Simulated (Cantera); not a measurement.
**Catalytic combustion on Pt**

An isothermal plug-flow reactor at 800 K and 750 Torr (inlet), inlet velocity 4.6 m/s, active area per volume 730 1/m; feed 0.485 % H2, 10.5 % O2, 89.0 % N2, equivalence ratio 0.023.

Detailed kinetics in Cantera: Deutschmann's 1995 Pt surface mechanism with GRI-Mech 3.0 gas chemistry. Catalytic surfaces can have several steady states; this one follows from the mechanism file's or the stated starting coverage. Mass transfer to the wall is taken as infinitely fast.

```tsv
z (m)	x H2	x O2	x H2O	θ free Pt	θ O*	θ OH*
0.00027	0.00424	0.105	0.000605	0.0867	0.912	0.00150
0.00052	0.00379	0.104	0.00106	0.0799	0.919	0.00151
0.00099	0.00313	0.104	0.00172	0.0705	0.928	0.00152
0.0019	0.00228	0.104	0.00257	0.0593	0.939	0.00150
0.0037	0.00136	0.103	0.00350	0.0486	0.950	0.00147
0.0072	0.000589	0.103	0.00427	0.0410	0.958	0.00142
0.014	0.000142	0.103	0.00472	0.0372	0.961	0.00140
0.027	1.08e-5	0.103	0.00485	0.0362	0.962	0.00139
```
x: gas mole fraction; θ: surface coverage.
